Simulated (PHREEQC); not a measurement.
Consider water at 25 °C with 0.037 mol ZnCl2, 0.002 mol Na2SO4 and 3.9e-05 mol H2SO4 per kg of water. Closed to the air; pH follows from the charge balance.

Model: ion-association model, phreeqc.dat, run in PHREEQC.

No solid was allowed to form.

**Question.** Order these Zn species by the share of Zn that they hold, largest first: Zn+2, ZnCl2, ZnCl+, ZnSO4.

**Answer.** Zn+2 (91 %), ZnCl+ (6.4 %), ZnSO4 (2.7 %), ZnCl2 (0.27 %)

The pH is 4.21 and the ionic strength 0.108 mol/kgw.
